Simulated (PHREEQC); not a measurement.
Consider water at 20 °C with 0.0011 mol/kgw LiBr and 0.16 mol/kgw SrCl2. Closed to the air; pH follows from the charge balance.

Model: ion-association model, phreeqc.dat, run in PHREEQC.

No solid was allowed to form.

### Question
Estimate the activity of water.

### Answer
activity of water 0.992.

Complexes and solids missing from the database can't appear.
